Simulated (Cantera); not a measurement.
Feed: 1 mol Zr, 0.011 mol H2O, 0.4 mol N2, held at 1773.15 K and 1100 Pa.

Cantera equilibrium calculation (NASA polynomials, part measured and part estimated; ideal gas, pure solids and liquids). Candidate condensed phases: H2O, Zr, ZrN, ZrO2; 28 gas species. Mutual solubility and eutectic melting of coexisting phases are not modelled. ZrN: taken at fixed stoichiometry. Condensed phases not in the tables: solid solutions among these carbides, nitrides and lower oxides, N, O or C dissolved in the metal. Kinetics and transport are ignored.

Question: What is the equilibrium state?

Answer: 
```
Property                  Result
-------------------  -----------
x(H2)                      0.997
x(H)                     0.00271
n(Zr(β))               0.195 mol
n(ZrN(s))              0.800 mol
n(ZrO2(tetragonal))  0.00550 mol
gas amount           0.01101 mol
```
